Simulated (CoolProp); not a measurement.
Vapour-liquid equilibrium of octamethyltrisiloxane (MDM) (1) + octamethylcyclotetrasiloxane (D4) (2) at 6.58 kPa; x and y are mole fractions of (1).

Values from CoolProp's multi-fluid Helmholtz-energy mixture model, Thol 2017 and Thol 2015; pair parameters Bell 2016.

Task: Give the bubble temperature and the first vapour's composition at x = 0.45, 0.65, 0.95. Is there an azeotrope?

Result: x = 0.45: 81.6 °C, y = 0.665; x = 0.65: 78.0 °C, y = 0.819; x = 0.95: 73.3 °C, y = 0.980. No azeotrope shows between x = 0.05 and 0.95.

The pair parameters rest on a limited set of measurements; away from them the model extrapolates.
